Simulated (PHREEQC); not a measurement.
**Acid mine or pickling water**

A made-up water analysis in mg/L, 51 °C, pH 2.88, pe 10.4:

```
constituent    mg/L
-----------  ------
Na             63.9
K            0.0179
Ca             57.1
Mg             75.6
Cl               27
S(6) as SO4     645
Br             14.3
Cu(2)         0.887
```

Valence states are taken as typed.

Equilibrium calculation in PHREEQC: ion-association model, phreeqc.dat.

Each row changes one thing in this solution. This is a speciation only: nothing precipitates in the calculation.

| case | ionic strength (mol/kgw) | SO4-2 (mol/kgw) | Mg+2 (mol/kgw) | MgSO4 (mol/kgw) | Ca+2 (mol/kgw) | HSO4- (mol/kgw) | SI of Gypsum (CaSO4:2H2O) | SI of Halite (NaCl) |
|---|---|---|---|---|---|---|---|---|
| as made | 0.0177 | 0.00439 | 0.00188 | 0.00124 | 0.00108 | 0.000701 | -1.17 | -7.39 |
| temperature from 51 to 50 °C at the same typed pH | 0.0177 | 0.00441 | 0.00189 | 0.00122 | 0.00108 | 0.000687 | -1.17 | -7.39 |
| Mg from 75.6 to 151 mg/L | ___ | 0.00370 | 0.00410 | ___ | 0.00114 | 0.000575 | -1.25 | -7.40 |
| Ca from 57.1 to 171 mg/L | 0.0217 | 0.00404 | 0.00200 | 0.00111 | 0.00336 | 0.000623 | -0.75 | -7.40 |

### Question
What belongs in the gaps?

### Answer

- Mg from 75.6 to 151 mg/L, ionic strength (mol/kgw): 0.0208
- Mg from 75.6 to 151 mg/L, MgSO4 (mol/kgw): 0.00212

Complexes and solids missing from the database can't appear. Constants without temperature data keep their 25 °C values here.
